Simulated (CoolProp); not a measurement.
Vapour-liquid equilibrium of propane (1) + n-butane (2) at 0.00609 MPa; x and y are mole fractions of (1).

Computed with CoolProp (multi-fluid Helmholtz-energy mixture model, Lemmon 2009 and Bücker 2006; pair parameters Kunz 2012).

Give the bubble temperature and the first vapour's composition at x = 0.05, 0.45, 0.95. Is there an azeotrope?

x = 0.05: 211.3 K, y = 0.309; x = 0.45: 192.2 K, y = 0.907; x = 0.95: 183.0 K, y = 0.996. No azeotrope shows between x = 0.05 and 0.95.

Pair parameters are fitted to limited data, so mixtures are less certain than the pure fluids.
